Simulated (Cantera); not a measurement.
Pyrogenic steam for wet oxidation

A perfectly stirred reactor is fed with 4.90 % H2, 15.3 % O2, 72.0 % N2, 7.81 % H2O, equivalence ratio 0.16, at 0.474 atm; it is held at 923 K, and followed from long to short residence time.

Detailed kinetics in Cantera: GRI-Mech 3.0 (53 species, 325 reactions). Below about 950 K walls govern HO2 and H2O2 in real vessels. The temperature is held fixed by assumption; the heat of reaction is taken as removed at once.

```csv
τ (s),x H2,x O2,x H2O2,x NO,x N2O,x HO2
7.9,0.00422,0.134,8.58e-5,1.12e-11,3.05e-8,1.62e-5
2.6,0.00972,0.136,0.000188,6.34e-12,1.42e-8,2.53e-5
0.84,0.0204,0.141,0.000315,4.49e-12,5.67e-9,3.53e-5
0.28,0.0329,0.146,0.000374,3.07e-12,2.17e-9,4.25e-5
0.090,0.0425,0.150,0.000320,1.41e-12,7.25e-10,4.51e-5
0.029,0.0478,0.153,0.000137,<1e-12,1.35e-10,3.54e-5
0.0096,0.0490,0.153,1.38e-9,<1e-12,<1e-12,2.39e-8
0.0031,0.0490,0.153,1.07e-10,<1e-12,<1e-12,5.41e-9
0.0010,0.0490,0.153,9.57e-12,<1e-12,<1e-12,1.47e-9
```
x: mole fraction; the columns are a selection and need not sum to one.
